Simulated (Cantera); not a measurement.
Cantera run, input and output.

```python
import numpy as np
import cantera as ct

gas = ct.Solution("h2o2.yaml")
gas.TPX = 1098, 2666, {'H2': 0.25, 'O2': 1}
reactor = ct.IdealGasConstPressureReactor(gas, energy="off", clone=False)
net = ct.ReactorNet([reactor])
net.rtol, net.atol = 1e-08, 1e-18
show = ['H2', 'O2', 'OH', 'H', 'H2O2']
times = np.geomspace(6e-05, 100, 15)

steps = ct.SolutionArray(gas, extra=["t"])
rows = []
print(f"{'t/s':>10s}{'T/K':>9s}{'P/Pa':>11s}" + "".join(f"{s:>11s}" for s in show))
for t in times:
    while net.time < t:
        t_next = net.step()
        steps.append(gas.state, t=t_next)
    rows.append([np.interp(t, steps.t, y) for y in (steps.T, steps.P, *steps(*show).X.T)])
    print(f"{t:10.3e}{rows[-1][0]:9.1f}{rows[-1][1]:11.4g}" + "".join(f"{x:11.3e}" for x in rows[-1][2:]))
rate = np.gradient(steps.T, steps.t)
print("integrator steps:", len(steps.t))
if steps.T.max() > steps.T[0] + 200:
    print(f"time of steepest temperature rise: {steps.t[rate.argmax()]:.4e} s")
gas.TPX = 1098, 2666, {'H2': 0.25, 'O2': 1}
gas.equilibrate("TP")
print(f"equilibrium (TP): T = {gas.T:.1f} K  " + "  ".join(f"{s} {gas[s].X[0]:.3e}" for s in show))
```

Output:

```
       t/s      T/K       P/Pa         H2         O2         OH          H       H2O2
 6.000e-05   1098.0       2666  2.000e-01  8.000e-01  5.839e-10  2.422e-09  7.922e-13
 1.669e-04   1098.0       2666  2.000e-01  8.000e-01  6.456e-09  2.267e-08  6.243e-12
 4.645e-04   1098.0       2666  2.000e-01  8.000e-01  1.705e-06  5.874e-06  1.063e-10
 1.292e-03   1098.0       2666  1.984e-02  7.118e-01  8.794e-03  6.982e-02  8.603e-07
 3.596e-03   1098.0       2666  4.217e-03  7.539e-01  4.602e-03  1.415e-02  9.301e-07
 1.001e-02   1098.0       2666  5.379e-04  7.749e-01  1.476e-03  5.347e-04  8.548e-07
 2.784e-02   1098.0       2666  5.284e-05  7.774e-01  4.595e-04  1.654e-05  4.131e-07
 7.746e-02   1098.0       2666  6.903e-06  7.777e-01  1.773e-04  9.307e-07  1.582e-07
 2.155e-01   1098.0       2666  1.290e-06  7.777e-01  8.146e-05  8.965e-08  5.994e-08
 5.997e-01   1098.0       2666  3.147e-07  7.778e-01  4.176e-05  1.208e-08  2.289e-08
 1.669e+00   1098.0       2666  9.010e-08  7.778e-01  2.282e-05  1.975e-09  8.694e-09
 4.642e+00   1098.0       2666  2.836e-08  7.778e-01  1.295e-05  3.621e-10  3.267e-09
 1.292e+01   1098.0       2666  9.563e-09  7.778e-01  7.569e-06  7.247e-11  1.232e-09
 3.594e+01   1098.0       2666  3.647e-09  7.778e-01  4.674e-06  1.726e-11  5.064e-10
 1.000e+02   1098.0       2666  2.094e-09  7.778e-01  3.512e-06  7.506e-12  3.027e-10
integrator steps: 2158
equilibrium (TP): T = 1098.0 K  H2 1.948e-09  O2 7.778e-01  OH 3.380e-06  H 6.730e-12  H2O2 2.831e-10
```

Computed with Cantera and the H2/O2 subset of GRI-Mech 3.0, which has no nitrogen chemistry. Radical loss at walls, strong at low pressure, is not modelled. The temperature is held fixed by assumption; the heat of reaction is taken as removed at once.
